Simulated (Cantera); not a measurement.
Input (Python, Cantera) and output of one run.

```python
import numpy as np
import cantera as ct

gas_names = """
    CL CL2 H HCL H2 N NH NH2 NH3 N2 N2H2 N2H4 Si SiCL SiCL2 SiCL3 SiCL4 SiH SiHCL3 SiH2 SiH2CL2 SiH3
    SiH3CL SiH4 SiN Si2 Si2N Si3
""".split()
cond_names = """
    NH4CL(a) NH4CL(b) Si(cr) Si(L) Si3N4(a)
""".split()


def load(file, names, dense=False):
    # The tables refer to 1 bar. Condensed volumes are neglected.
    table = {s.name: s for s in ct.Species.list_from_file(file)}
    out = []
    for n in names:
        d = dict(table[n].input_data)
        d["thermo"] = dict(d["thermo"], **{"reference-pressure": 1e5})
        if dense:
            d["equation-of-state"] = {"model": "constant-volume", "density": "1e6 g/cm^3"}
        out.append(ct.Species.from_dict(d))
    return out


gas = ct.Solution(thermo="ideal-gas", species=load("nasa_gas.yaml", gas_names))
cond = {s.name: ct.Solution(thermo="fixed-stoichiometry", species=[s], name=s.name)
        for s in load("nasa_condensed.yaml", cond_names, dense=True)}
atoms = {
    'SiCl4': {'Si': 1, 'CL': 4},
    'NH3': {'N': 1, 'H': 3},
    'N2': {'N': 2},
}
top_T = {'Si3N4(a)': 2400}  # K; cautious upper limits of use, not melting points


def equilibrate(T, P, feed):
    n = {}
    for name, mol in feed.items():
        for a, k in atoms[name].items():
            n[a] = n.get(a, 0.0) + k * mol
    gas.TPX = T, P, n
    mass = sum(n.values()) * gas.mean_molecular_weight
    gas.equilibrate("TP")
    valid = [c for c in cond.values() if c.min_temp <= T <= top_T.get(c.name, c.max_temp)]
    mix = ct.Mixture([(gas, mass / gas.mean_molecular_weight)] + [(c, 0.0) for c in valid])
    mix.T, mix.P = T, P
    mix.equilibrate("TP", solver="vcs", rtol=1e-11, max_steps=5000)
    return mix


results = []
feed = {'SiCl4': 1, 'NH3': 2.1, 'N2': 12}  # mol
P = 5.4  # Pa
for T in [1325, 1375, 1425, 1475, 1525, 1575, 1625]:
    mix = equilibrate(T, P, feed)
    results.append((T, P, feed, dict(zip(mix.species_names, mix.species_moles))))
    x = sorted(zip(gas.X, gas.species_names), reverse=True)
    print(f"T = {T:g} K  P = {P:g} Pa  gas = {mix.phase_moles(0):.4g} mol")
    print("   x: " + "  ".join(f"{s} {v:.3e}" for v, s in x if v > 1e-06))
    print("   condensed (mol): " + ("  ".join(f"{mix.phase(i).name} {mix.phase_moles(i):.4g}"
          for i in range(1, mix.n_phases) if mix.phase_moles(i) > 1e-12) or "none"))
```

It prints:

```
T = 1325 K  P = 5.4 Pa  gas = 18.03 mol
   x: N2 7.149e-01  HCL 1.366e-01  H2 1.064e-01  SiCL2 4.061e-02  SiCL3 1.121e-03  SiCL4 1.680e-04  CL 7.808e-05  H 7.260e-05  SiHCL3 6.704e-06  SiCL 1.790e-06
   condensed (mol): Si3N4(a) 0.08154
T = 1375 K  P = 5.4 Pa  gas = 18.19 mol
   x: N2 7.172e-01  H2 1.186e-01  HCL 1.090e-01  SiCL2 5.414e-02  SiCL3 7.565e-04  H 1.606e-04  CL 1.222e-04  SiCL4 4.857e-05  SiCL 7.726e-06  SiHCL3 3.372e-06  Si 1.426e-06
   condensed (mol): none
T = 1425 K  P = 5.4 Pa  gas = 18.2 mol
   x: N2 7.170e-01  H2 1.184e-01  HCL 1.091e-01  SiCL2 5.437e-02  SiCL3 5.252e-04  H 3.194e-04  CL 2.411e-04  SiCL4 1.995e-05  SiCL 1.779e-05  Si 5.340e-06  SiHCL3 1.693e-06
   condensed (mol): none
T = 1475 K  P = 5.4 Pa  gas = 18.21 mol
   x: N2 7.168e-01  H2 1.182e-01  HCL 1.091e-01  SiCL2 5.448e-02  H 6.067e-04  CL 4.538e-04  SiCL3 3.727e-04  SiCL 3.867e-05  Si 1.830e-05  SiCL4 8.676e-06
   condensed (mol): none
T = 1525 K  P = 5.4 Pa  gas = 18.22 mol
   x: N2 7.164e-01  H2 1.179e-01  HCL 1.089e-01  SiCL2 5.448e-02  H 1.105e-03  CL 8.188e-04  SiCL3 2.700e-04  SiCL 7.982e-05  Si 5.788e-05  SiCL4 3.974e-06
   condensed (mol): none
T = 1575 K  P = 5.4 Pa  gas = 18.23 mol
   x: N2 7.157e-01  H2 1.175e-01  HCL 1.086e-01  SiCL2 5.431e-02  H 1.939e-03  CL 1.423e-03  SiCL3 1.990e-04  Si 1.698e-04  SiCL 1.569e-04  SiCL4 1.908e-06  SiH 1.022e-06  SiN 1.000e-06
   condensed (mol): none
T = 1625 K  P = 5.4 Pa  gas = 18.26 mol
   x: N2 7.146e-01  H2 1.167e-01  HCL 1.082e-01  SiCL2 5.385e-02  H 3.281e-03  CL 2.394e-03  Si 4.625e-04  SiCL 2.939e-04  SiCL3 1.489e-04  SiH 2.314e-06  SiN 2.257e-06
   condensed (mol): none
```

Cantera equilibrium calculation (NASA polynomials, part measured and part estimated; ideal gas, pure solids and liquids). The tables' values for SiCl3, SiCl are old estimates; treat these amounts as uncertain.
